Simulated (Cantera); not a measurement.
Input: 1 mol HF, 0.016 mol SO2, 3.6 mol N2, equilibrated at 0.00133 bar.

Method: chemical equilibrium by Gibbs-energy minimisation in Cantera with the NASA 1993 tables (ideal gas, pure condensed phases). Candidate condensed phases: H2O, H2SO4, S; 62 gas species. Kinetics and transport are ignored.

Task: At 2123 K, list the 4 most abundant gas species with their mole fractions, and the condensed phases.

Result: N2 0.778, HF 0.215, SO2 0.00187, F 0.00142. Condensed: gas only.
